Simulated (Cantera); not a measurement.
Ignition delay

Mixture: 12.2 % CO, 7.18 % H₂, 16.9 % O₂, 63.7 % N₂, equivalence ratio 0.57, at 2.10 bar, adiabatic and at constant volume. Ignition delay is the time to a rise of 400 K.

Cantera simulation using GRI-Mech 3.0 (53 species, 325 reactions); the numbers are that mechanism's predictions, not measurements. The hydrogen kinetics of GRI-Mech 3.0 are dated; newer H2 mechanisms differ, most at raised pressure. Where the delays flatten at high temperature, the 400 K rule measures the pace of heat release, not the induction time.

```json
[
 {"T0 (K)": "1125", "delay (ms)": "0.0619"},
 {"T0 (K)": "1200", "delay (ms)": "0.0352"},
 {"T0 (K)": "1275", "delay (ms)": "0.0243"},
 {"T0 (K)": "1350", "delay (ms)": "0.0186"},
 {"T0 (K)": "1425", "delay (ms)": "0.0154"}
]
```
